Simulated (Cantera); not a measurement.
A diamond (100) surface in a fixed gas of H2 with x(CH4) = 0.018, x(H) = 0.018, x(CH3) = 0.00055, 69.8 Torr; coverages are run to steady state.

Model: the Harris–Goodwin 1993 mechanism for the reconstructed diamond (100) surface, integrated in Cantera.

θ: site fractions in the mechanism's names (c6HH fully hydrogenated, c6H* and c6*H radical sites, c6** diradical, c6HM methylated).

```
T (K)  growth (µm/h)  θ c6HH  θ c6H*  θ c6*H   θ c6**    θ c6HM
-----  -------------  ------  ------  ------  -------  --------
925              [?]   0.649  0.0122   0.305  0.00531    0.0224
975              [?]   0.605  0.0161   0.347  0.00795    0.0180
1025             [?]   0.563  0.0205   0.385   0.0114    0.0146
1075             [?]   0.523  0.0253   0.419   0.0156    0.0118
1125            40.1   0.485  0.0304   0.449   0.0208   0.00927
1175            41.7   0.451  0.0357   0.475   0.0269   0.00683
1225             [?]   0.419  0.0412   0.498   0.0339   0.00447
1275             [?]   0.390  0.0467   0.516   0.0418   0.00252
1325             [?]   0.364  0.0521   0.531   0.0504   0.00124
1375             [?]   0.339  0.0574   0.542   0.0597  0.000570
```

Q: Some entries are withheld; supply them.

A: 
- 925, growth (µm/h): 18.0
- 975, growth (µm/h): 23.5
- 1025, growth (µm/h): 29.4
- 1075, growth (µm/h): 35.3
- 1225, growth (µm/h): 38.3
- 1275, growth (µm/h): 31.2
- 1325, growth (µm/h): 24.2
- 1375, growth (µm/h): 20.0
